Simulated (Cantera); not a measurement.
# Equilibrium for silicon carbide growth: CH3SiCl3 + C2H4 + H2

A closed system holds: 1 mol CH3SiCl3, 0.16 mol C2H4, 230 mol H2, held at 1.00 bar.

These are equilibrium values from Cantera (NASA tables, ideal gas, pure condensed phases), not measurements of a reactor. Candidate condensed phases: C, C6H6, C7H8, C8H18, Si, SiC; 109 gas species. The feed counts by its element totals alone. The tables' values for SiCl are old estimates; treat these amounts as uncertain. Gases not in the tables: Si2H6 and higher silanes. Rates play no part.

```
T (K)  log p H2  log p HCl  log p H  log p CH4  log p C2H2 (acetylene)  n SiC(s)  n C(graphite)
-----  --------  ---------  -------  ---------  ----------------------  --------  -------------
1050      -0.01      -1.95    -8.09      -2.72                  -11.33     0.878              0
1250      -0.01      -1.89    -6.32      -2.86                   -8.37     0.995              0
1450      -0.01      -1.89    -5.03      -2.86                   -6.05     0.998              0
1650      -0.01      -1.89    -4.04      -2.89                   -4.35     0.998              0
1850      -0.01      -1.89    -3.27      -3.20                   -3.59     0.996         0.0516
2050      -0.01      -1.89    -2.65      -3.57                   -3.24     0.986              0
2250      -0.01      -1.90    -2.13      -3.95                   -3.09     0.902              0
```
log p: log10 of the partial pressure in bar; n: condensed amount in mol.

From 1050 K to 1650 K the condensed part is SiC(s). At 1850 K the condensed part is C(graphite) + SiC(s). From 2050 K to 2250 K the condensed part is SiC(s). The main Si-bearing gas is SiCl4 at 1050 K and Si at 2250 K.
